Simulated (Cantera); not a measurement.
Input: 1 mol SiCl4, 0.84 mol Cl2, a varied amount of H2, at 850 °C and 0.330 bar.

These are equilibrium values from Cantera (NASA tables, ideal gas, pure condensed phases), not measurements of a reactor. Candidate condensed phases: Si; 19 gas species. Equilibrium is a limit: real reactors are often held back by kinetics, nucleation or transport.

**Question.** At 0.29 mol H2, list the 4 most abundant gas species with their mole fractions, and the condensed phases.

**Answer.** SiCl4 0.469, HCl 0.272, Cl2 0.257, Cl 0.00177. Condensed: gas only.
